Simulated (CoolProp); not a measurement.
Toluene along the isotherm 606.5 K: density (kg/m³) from the reference equation and from simpler models built on Tc = 591.7 K, pc = 4.126 MPa, ω = 0.266; each cubic takes its own stable root.

Computed with CoolProp (reference Helmholtz-energy equation of state, Lemmon 2006). It is a short technical equation, of lower accuracy than the large ones.

```json
[
 {"p (MPa)": "0.138", "phase": "gas", "reference": "2.551"},
 {"p (MPa)": "0.275", "phase": "gas", "reference": "5.142"},
 {"p (MPa)": "0.413", "phase": "gas", "reference": "7.816"},
 {"p (MPa)": "0.55", "phase": "gas", "reference": "10.54"},
 {"p (MPa)": "0.688", "phase": "gas", "reference": "13.35"},
 {"p (MPa)": "0.825", "phase": "gas", "reference": "16.22"},
 {"p (MPa)": "0.963", "phase": "gas", "reference": "19.19"},
 {"p (MPa)": "1.1", "phase": "gas", "reference": "22.22"},
 {"p (MPa)": "1.24", "phase": "gas", "reference": "25.41"},
 {"p (MPa)": "1.38", "phase": "gas", "reference": "28.71"},
 {"p (MPa)": "1.51", "phase": "gas", "reference": "31.87"},
 {"p (MPa)": "1.65", "phase": "gas", "reference": "35.39"},
 {"p (MPa)": "1.79", "phase": "gas", "reference": "39.03"},
 {"p (MPa)": "1.93", "phase": "gas", "reference": "42.81"},
 {"p (MPa)": "2.06", "phase": "gas", "reference": "46.46"}
]
```

How far does each simpler model (van der Waals, Redlich-Kwong, Peng-Robinson) lie from the reference over these 15 states: mean and median of the absolute difference, and the worst?


- van der Waals: mean 1.8 %, median 1.7 %, worst -3.5 % at 606.5 K and 2.06 MPa
- Redlich-Kwong: mean 0.7 %, median 0.7 %, worst -1.4 % at 606.5 K and 2.06 MPa
- Peng-Robinson: mean 0.2 %, median 0.3 %, worst +0.4 % at 606.5 K and 1.93 MPa
